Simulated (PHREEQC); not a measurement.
Solution (20 °C): 24 mmol/kgw Li2CO3. Closed to the air; pH follows from the charge balance.

All values are PHREEQC results (ion-association model, phreeqc.dat), not measurements.

This is a speciation only: nothing precipitates in the calculation.

Question: Estimate the pH, density, specific conductance.

Answer: pH 11.26; density 1.000 g/cm³; specific conductance 3780 µS/cm.

Question: In which forms is C present?

Answer: CO3-2 93 %, HCO3- 6.5 % of the C.
